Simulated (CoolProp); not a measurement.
Vapour-liquid equilibrium of o-xylene (1) + n-nonane (2) at 0.00415 bar; x and y are mole fractions of (1).

The numbers come from the multi-fluid Helmholtz-energy mixture model, Zhou 2012 and Lemmon 2006; pair parameters Bell 2016 in CoolProp.

Problem. Give the bubble temperature and the first vapour's composition at x = 0.275, 0.425, 0.8. Is there an azeotrope?

Solution. x = 0.275: 16.2 °C, y = 0.420; x = 0.425: 14.9 °C, y = 0.565; x = 0.8: 13.0 °C, y = 0.839. No azeotrope shows between x = 0.05 and 0.95.

Pair parameters are fitted to limited data, so mixtures are less certain than the pure fluids.
